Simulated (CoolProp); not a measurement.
Sulfur dioxide along the isotherm 115.05 °C: density (kg/m³) from the reference equation and from simpler models built on Tc = 157.5 °C, pc = 7.887 MPa, ω = 0.256; each cubic takes its own stable root.

Computed with CoolProp (reference Helmholtz-energy equation of state, Gao 2016).

| p (MPa) | phase | reference |
|---|---|---|
| 0.111 | gas | 2.219 |
| 0.172 | gas | 3.452 |
| 0.268 | gas | 5.412 |
| 0.418 | gas | 8.527 |
| 0.651 | gas | 13.50 |
| 1.01 | gas | 21.49 |
| 1.58 | gas | 35.21 |
| 2.46 | gas | 59.67 |
| 5.95 | liquid | 1066 |
| 9.27 | liquid | 1093 |
| 14.4 | liquid | 1126 |
| 22.5 | liquid | 1164 |
| 35 | liquid | 1209 |

Task: How far does each simpler model (van der Waals, Redlich-Kwong, Peng-Robinson) lie from the reference over these 13 states: mean and median of the absolute difference, and the worst?

Result: 
- van der Waals: mean 14.8 %, median 3.0 %, worst -40.1 % at 115.05 °C and 5.95 MPa
- Redlich-Kwong: mean 6.1 %, median 1.2 %, worst -18.6 % at 115.05 °C and 5.95 MPa
- Peng-Robinson: mean 0.7 %, median 0.2 %, worst -3.4 % at 115.05 °C and 5.95 MPa
